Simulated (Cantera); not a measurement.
Feed: 1 mol Cu, 0.7 mol F2, 48 mol H2, equilibrated at 10.0 mbar.

These are equilibrium values from Cantera (NASA tables, ideal gas, pure condensed phases), not measurements of a reactor. Candidate condensed phases: Cu, CuF2; 15 gas species. Kinetics and transport are ignored. All values below are at 923 K.

Base state: H2 0.971, HF 0.0287 (mole fractions); condensed: Cu(s).

### Question
What changes in the equilibrium state with this change: F2 from 0.7 to 0.51 mol?

### Answer
```
species     before   after
----------  ------  ------
H2           0.971   0.979
HF          0.0287  0.0210
Cu(s), mol    1.00    1.00
```
